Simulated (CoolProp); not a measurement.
Values from CoolProp's reference Helmholtz-energy equation of state, Span 1996.

### Question
For carbon dioxide, give the phase and the Joule-Thomson coefficient (K/MPa) at 279.2 K and 0.117 MPa; 279.2 K and 1.6 MPa; 279.2 K and 13 MPa.

### Answer
- 279.2 K and 0.117 MPa: gas; Joule-Thomson coefficient 13.0
- 279.2 K and 1.6 MPa: gas; Joule-Thomson coefficient 13.1
- 279.2 K and 13 MPa: liquid; Joule-Thomson coefficient 0.198
